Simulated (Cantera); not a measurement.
A freely propagating, adiabatic, planar premixed flame of CH₄ : C₂H₆ : C₃H₈ : O₂ : N₂ = 1 : 1.2 : 0.3 : 5.5 : 20.7 (molar parts), equivalence ratio 1.4, unburnt at 400 K and 5.33 atm; mixture-averaged transport, grid criteria slope 0.08 and curve 0.16, no radiation.

Cantera simulation using GRI-Mech 3.0 (53 species, 325 reactions); the numbers are that mechanism's predictions, not measurements. Burning velocities carry a grid error of a few per cent, more on coarse grids.

Task: What does this change do: O2 5.5 to 4.2 parts?

Result: 
```
quantity                     before      after
------------------------  ---------  ---------
laminar burning velocity  21.4 cm/s  6.03 cm/s
thermal thickness          0.166 mm   0.481 mm
peak x(HCO)                 1.02e-5    1.78e-6
peak x(CH₂O)                0.00189    0.00162
```

Task: What does this change do: N2 20.7 to 16 parts?

Result: 
```
quantity                     before      after
------------------------  ---------  ---------
laminar burning velocity  21.4 cm/s  42.4 cm/s
thermal thickness          0.166 mm  0.0947 mm
peak x(HCO)                 1.02e-5    3.04e-5
peak x(CH₂O)                0.00189    0.00257
```
